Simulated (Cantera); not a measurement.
Charge: 1 mol FeCl₃, 9.8 mol H₂, at 1700 °C.

These are equilibrium values from Cantera (NASA tables, ideal gas, pure condensed phases), not measurements of a reactor. Candidate condensed phases: Fe, FeCl₂, FeCl₃; 11 gas species. Rates play no part.

Task: What share of the Fe ends up in condensed phases as a function of P (Pa), at 0.100, 0.460, 2.20, 10, 46, 220, 1000, 4600, 22000, 100000?

Result: 
```tsv
P (Pa)	Fe condensed (%)	as
0.100	0.0	-
0.460	0.0	-
2.20	0.0	-
10	0.0	-
46	0.0	-
220	0.0	-
1000	15.6	Fe(l)
4600	40.2	Fe(l)
22000	45.5	Fe(l)
100000	46.5	Fe(l)
```
